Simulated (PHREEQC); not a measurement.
NaHCO3 is added in steps, without added water, to 1 kg of water holding 0.023 mol/kgw LiOH and 0.0036 mol/kgw H3BO3, at 30 °C. Oxygen alone is held at its pressure in air (log pO2 = -0.68). No CO2 enters from the air. The run lets Nahcolite, Natron precipitate or redissolve, and no other solid.

Base run: PHREEQC, ion-association model, wateq4f.dat. Each further column changes one thing. The table gives NaCO3- (mol/kgw).

```csv
NaHCO3 added (mol),base,all activity coefficients set to 1,Davies equation for every ion,database phreeqc.dat
0,0,0,0,0
0.000825,8.75e-6,?,8.57e-6,8.81e-6
0.001925,4.55e-5,7.99e-5,4.45e-5,4.58e-5
0.00275,8.98e-5,0.000158,8.79e-5,9.05e-5
0.003575,0.000147,0.000258,0.000144,0.000148
0.004675,0.000242,0.000423,0.000237,0.000244
0.0055,0.000326,0.000569,0.000319,0.000329
0.006325,0.000420,0.000731,0.000410,0.000423
0.007425,0.000559,?,0.000546,0.000564
0.00825,0.000673,0.00117,0.000658,0.000679
0.009075,0.000796,?,0.000778,0.000802
0.01018,0.000970,0.00167,0.000948,0.000978
0.011,0.00111,?,0.00108,0.00112
```

Problem. Fill in the missing entries.

Solution. 
- 0.000825, all activity coefficients set to 1: 1.54e-5
- 0.007425, all activity coefficients set to 1: 0.000971
- 0.009075, all activity coefficients set to 1: 0.00138
- 0.011, all activity coefficients set to 1: 0.00191

 phreeqc.dat and wateq4f.dat share most of their constants, so their agreement is no independent check.
